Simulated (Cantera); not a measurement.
A closed system holds: 1 mol N2O, 3.6 mol H2O, 1.1 mol O2, at 67.5 Torr.

These are equilibrium values from Cantera (NASA tables, ideal gas, pure condensed phases), not measurements of a reactor. Candidate condensed phases: H2O; 24 gas species. The numbers say what is thermodynamically allowed, not how fast it happens.

Question: At 2550 K, list the 7 most abundant gas species with their mole fractions, and the condensed phases.

Answer: H2O 0.480, O2 0.223, N2 0.147, OH 0.0684, O 0.0291, H2 0.0255, H 0.0166. Condensed: gas only.
